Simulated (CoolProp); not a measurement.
Vapour-liquid equilibrium of R113 (1) + benzene (2) at 0.579 MPa; x and y are mole fractions of (1).

Values from CoolProp's multi-fluid Helmholtz-energy mixture model, Marx 1992 and Thol 2012; pair parameters Bell 2016.

```tsv
x	bubble temperature (K)	y at the bubble point	dew temperature at overall composition x (K)	liquid density (mol/L)
0.05	418.2	0.125	421.0	9.233
0.125	412.6	0.269	418.2	9.056
0.2	408.1	0.379	415.3	8.872
0.275	404.5	0.467	412.4	8.686
0.35	401.4	0.541	409.3	8.500
0.425	398.8	0.604	406.2	8.317
0.5	396.5	0.662	403.1	8.140
0.575	394.5	0.715	400.0	7.967
0.65	392.6	0.766	397.0	7.801
0.725	390.9	0.816	394.1	7.641
0.8	389.3	0.866	391.5	7.487
0.875	387.9	0.915	389.1	7.340
0.95	386.5	0.966	386.9	7.198
```

No azeotrope shows between x = 0.05 and 0.95.

Pair parameters are fitted to limited data, so mixtures are less certain than the pure fluids.
